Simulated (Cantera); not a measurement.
Standard-state values (1 bar) from the NASA 1993 polynomials, evaluated with Cantera. Values are per mole of reaction as written; species without (g) are pure solids or liquids, kept so even where they would boil at 1 bar.

Question: Between 1350 and 1950 K, where is each reaction favourable under standard conditions?
- Ti4O7 + 3 H2O(g) → 3 H2O2(g) + 4 TiO(g)
- 3 Ti3O5 → 2 O3(g) + 9 TiO(g)

Answer: 
- Ti4O7 + 3 H2O(g) → 3 H2O2(g) + 4 TiO(g): ΔG° is 2831 kJ at 1350 K and 2385 kJ at 1950 K; it stays positive (K < 1). ΔH° is 3803 kJ and ΔS° 727 J/K at 1950 K.
- 3 Ti3O5 → 2 O3(g) + 9 TiO(g): ΔG° is 5415 kJ at 1350 K and 4323 kJ at 1950 K; it stays positive (K < 1). ΔH° is 7782 kJ and ΔS° 1774 J/K at 1950 K.
